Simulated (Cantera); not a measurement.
Feed: 1 mol AlN, 3.3 mol HCl, 57 mol H2, at 1123 K and 3.20 Pa.

These are equilibrium values from Cantera (NASA tables, ideal gas, pure condensed phases), not measurements of a reactor. Candidate condensed phases: Al, AlCl3, AlN, NH4Cl; 20 gas species. The tables' values for AlCl2 are old estimates; treat these amounts as uncertain. Rates play no part.

Base state: H2 0.956, HCl 0.0321, AlCl3 0.00703, N2 0.00410, AlCl 0.000843, AlCl2 0.000335 (mole fractions); condensed: AlN(s).

**Question.** What changes in the equilibrium state with this change: temperature from 1123 K to 1198.15 K?

**Answer.** 
| species | before | after |
|---|---|---|
| H2 | 0.956 | 0.950 |
| HCl | 0.0321 | 0.0301 |
| AlCl | 0.000843 | 0.00676 |
| N2 | 0.00410 | 0.00646 |
| H | 7.36e-6 | 3.29e-5 |
| AlCl2 | 0.000335 | 0.00103 |
| AlCl3 | 0.00703 | 0.00513 |
| AlN(s), mol | 0.505 | 0.215 |
